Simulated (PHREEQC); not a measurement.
Make-up at 25 °C: 0.00096 mol/kgw H2S and 0.0014 mol/kgw NaOH. Closed to the air; pH follows from the charge balance.

Computed with PHREEQC (ion-association model, phreeqc.dat).

```csv
quantity,before,after
pH,10.62,11.12
ionic strength (mol/kgw),0.00140,0.00140
```

Task: Name the change that produced these shifts.
A) NaOH replaced by NaHSO4 at the same molality
B) H2S from 0.00096 to 0.00106 mol/kgw
C) H2S left out
D) NaOH from 0.0014 to 0.00028 mol/kgw
E) NaOH from 0.0014 to 0.00126 mol/kgw

Result: C, H2S left out

This is a speciation only: nothing precipitates in the calculation.
